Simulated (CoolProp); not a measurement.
Values from CoolProp's reference Helmholtz-energy equation of state, Span 2000.

For nitrogen, give the phase and the Joule-Thomson coefficient (K/MPa), viscosity (µPa s), Prandtl number at 122.3 K and 0.318 MPa; 122.3 K and 0.955 MPa.


- 122.3 K and 0.318 MPa: gas; Joule-Thomson coefficient 11.2, viscosity 8.49, Prandtl number 0.796
- 122.3 K and 0.955 MPa: gas; Joule-Thomson coefficient 11.4, viscosity 8.82, Prandtl number 0.884

Viscosity comes from a separate model (Lemmon 2004). Thermal conductivity comes from a separate model (Lemmon 2004).
